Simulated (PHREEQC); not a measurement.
Model water analysis in mg/kgw, 14 °C, pH 2.93, pe 12.4:

```json
[
 {"constituent": "Na", "mg/kgw": "664"},
 {"constituent": "K", "mg/kgw": "428"},
 {"constituent": "Ca", "mg/kgw": "520"},
 {"constituent": "Mg", "mg/kgw": "164"},
 {"constituent": "Cl", "mg/kgw": "673"},
 {"constituent": "S(6) as SO4", "mg/kgw": "3060"},
 {"constituent": "Al", "mg/kgw": "6.32"}
]
```

Cl is adjusted to close the charge balance.
Valence states are taken as typed.

The numbers come from PHREEQC with the ion-association model, wateq4f.dat.

ionic strength: 0.0993 mol/kgw
total alkalinity: -2.42 meq/kg

```
species  molality  activity   log γ
-------  --------  --------  ------
Na+        0.0278    0.0219  -0.104
SO4-2      0.0218   0.00829  -0.421
Cl-        0.0187    0.0143  -0.115
K+         0.0105   0.00804  -0.115
Ca+2      0.00820   0.00326  -0.400
CaSO4     0.00474   0.00485   0.010
Mg+2      0.00426   0.00176  -0.383
MgSO4     0.00249   0.00255   0.010
H+        0.00142   0.00118  -0.082
NaSO4-    0.00107  0.000845  -0.101
HSO4-    0.000965  0.000753  -0.108
```

No solid was allowed to form. Species that the database lacks are ignored. Constants without temperature data keep their 25 °C values here.
